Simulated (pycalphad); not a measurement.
Source of the numbers: pycalphad with the COST 507 light-alloy database (1999); pressure 1 atm. The data set is of 1999 and partly superseded. Kinetics are ignored, which matters at the lower temperatures.

Molar enthalpy of Fe-58.5Si (at.%) in equilibrium (SER reference):

```json
[
 {"T (K)": "2250", "H (kJ/mol)": "57.80", "phases": "liquid"},
 {"T (K)": "2100", "H (kJ/mol)": "52.55", "phases": "liquid"},
 {"T (K)": "1950", "H (kJ/mol)": "47.30", "phases": "liquid"},
 {"T (K)": "1800", "H (kJ/mol)": "42.05", "phases": "liquid"},
 {"T (K)": "1725", "H (kJ/mol)": "39.47", "phases": "liquid"},
 {"T (K)": "1650", "H (kJ/mol)": "36.94", "phases": "liquid"},
 {"T (K)": "1500", "H (kJ/mol)": "20.33", "phases": "liquid + FESI"},
 {"T (K)": "1425", "H (kJ/mol)": "5.72", "phases": "FESI + FESI2_H"},
 {"T (K)": "1350", "H (kJ/mol)": "3.37", "phases": "FESI + FESI2_H"},
 {"T (K)": "1200", "H (kJ/mol)": "-3.76", "phases": "FESI2_L + FESI"},
 {"T (K)": "1050", "H (kJ/mol)": "-8.22", "phases": "FESI2_L + FESI"},
 {"T (K)": "900", "H (kJ/mol)": "-12.53", "phases": "FESI2_L + FESI"},
 {"T (K)": "750", "H (kJ/mol)": "-16.68", "phases": "FESI2_L + FESI"},
 {"T (K)": "600", "H (kJ/mol)": "-20.67", "phases": "FESI2_L + FESI"}
]
```

Cooling from 1650 K to 1425 K, across the freezing range, releases 31.2 kJ/mol, or 788 J/g. The slope is 34 J/(mol K) in the liquid and 31 J/(mol K) just below the solidus, where it includes any heat of precipitation. Liquidus 1626 K, solidus 1477 K. Changes were sought between steps of 75 K, so a narrower field can be missed.

Database names, with the compositions (at.%) that they take in these runs: FESI: Fe 50 Si 50; FESI2_H: Si 70 Fe 30; FESI2_L: Si 67 Fe 33.
